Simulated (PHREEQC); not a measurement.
Alkaline etch or developer

Solution (25 °C): 0.15 mol TMAH and 0.00031 mol H4SiO4 per kg of water. Closed to the air; pH follows from the charge balance.

Equilibrium calculation in PHREEQC: ion-association model, phreeqc.dat.

The pH is 13.04 and the ionic strength comes out as 0.150 mol/kgw. The total alkalinity is 150 meq/kg.

| species | molality | activity | log γ |
|---|---|---|---|
| (CH3)4N+ | 0.150 | 0.111 | -0.131 |
| OH- | 0.149 | 0.109 | -0.137 |
| H2SiO4-2 | 0.000191 | 6.49e-5 | -0.469 |
| H3SiO4- | 0.000119 | 8.80e-5 | -0.131 |
| H4SiO4 | 5.32e-8 | 5.51e-8 | 0.015 |

No solid was allowed to form. (CH3)4N+ isn't in the database: it is added as a free cation with an ion size of 4 Å.
